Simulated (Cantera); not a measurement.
# Thermodynamics of sublimation and decomposition of ceramics, feed SiC + C + H2

Feed: 1 mol SiC, 0.45 mol C, 0.16 mol H2, held at 0.0240 bar.

These are equilibrium values from Cantera (NASA tables, ideal gas, pure condensed phases), not measurements of a reactor. Candidate condensed phases: C, C6H6, C7H8, C8H18, Si, SiC; 87 gas species. Gases not in the tables: Si2H6 and higher silanes. Rates play no part.

From 1473 K to 2673 K the condensed part is C(graphite) + SiC(s).

```
T (K)   x H2      x Si       x H    x SiC2    x Si2C  x C2H2 (acetylene)     x SiH     x Si2  n C(graphite)  n SiC(s)
-----  -----  --------  --------  --------  --------  ------------------  --------  --------  -------------  --------
1473   1.000   1.49e-9   8.17e-5  2.06e-12  1.83e-12             6.50e-6  8.31e-10    <1e-12          0.450      1.00
1623   0.999   7.41e-8  0.000446  3.41e-10  2.75e-10             3.48e-5   2.30e-8  2.42e-12          0.450      1.00
1773   0.998   1.89e-6   0.00183   2.34e-8   1.73e-8            0.000140   3.60e-7  2.23e-10          0.450      1.00
1923   0.993   2.88e-5   0.00606   8.20e-7   5.63e-7            0.000448   3.64e-6   1.00e-8          0.450     1.000
2073   0.982  0.000295    0.0168   1.70e-5   1.09e-5             0.00120   2.61e-5   2.58e-7          0.450     1.000
2223   0.954   0.00220    0.0404  0.000231  0.000140             0.00277  0.000141   4.24e-6          0.449     1.000
2373   0.892    0.0127    0.0852   0.00224   0.00128             0.00549  0.000602   4.86e-5          0.450     0.997
2523   0.748    0.0593     0.155    0.0164   0.00899             0.00891   0.00203  0.000414          0.457     0.981
2673   0.396     0.232     0.208    0.0957    0.0502             0.00847   0.00468   0.00275          0.506     0.863
```
x: gas mole fraction; n: condensed amount in mol.
